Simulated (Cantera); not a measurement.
Chemical vapour transport: Al + HCl + H₂

A closed system holds: 1 mol Al, 0.52 mol HCl, 3.5 mol H₂, equilibrated at 15.0 Torr.

These are equilibrium values from Cantera (NASA tables, ideal gas, pure condensed phases), not measurements of a reactor. Candidate condensed phases: Al, AlCl₃; 12 gas species. The tables' values for AlCl₂ are old estimates; treat these amounts as uncertain. The numbers say what is thermodynamically allowed, not how fast it happens.

| T (K) | x H₂ | x AlCl | x AlCl₃ | x Al | x AlCl₂ | x H | x AlH | x HCl | n Al(l) |
|---|---|---|---|---|---|---|---|---|---|
| 1023 | 0.934 | 0.0324 | 0.0303 | 5.91e-9 | 0.00295 | 2.83e-8 | 1.48e-8 | 7.19e-5 | 0.736 |
| 1123 | 0.899 | 0.0865 | 0.00991 | 1.56e-7 | 0.00403 | 2.86e-7 | 1.79e-7 | 0.000146 | 0.580 |
| 1223 | 0.882 | 0.116 | 0.000817 | 2.39e-6 | 0.00183 | 2.00e-6 | 1.44e-6 | 0.000158 | 0.495 |
| 1323 | 0.879 | 0.120 | 5.37e-5 | 2.40e-5 | 0.000623 | 1.05e-5 | 8.39e-6 | 0.000139 | 0.484 |
| 1423 | 0.878 | 0.121 | 4.91e-6 | 0.000173 | 0.000237 | 4.40e-5 | 3.80e-5 | 0.000122 | 0.481 |
| 1523 | 0.877 | 0.121 | 6.16e-7 | 0.000959 | 0.000102 | 0.000153 | 0.000140 | 0.000110 | 0.476 |
| 1623 | 0.874 | 0.121 | 1.00e-7 | 0.00428 | 4.88e-5 | 0.000457 | 0.000438 | 1.00e-4 | 0.460 |
x: gas mole fraction; n: condensed amount in mol.

From 1023 K to 1623 K the condensed part is Al(l). The main Al-bearing gas is AlCl throughout. The share of Al in condensed phases is highest at 1023 K (73.6 %) and lowest at 1623 K (46.0 %).
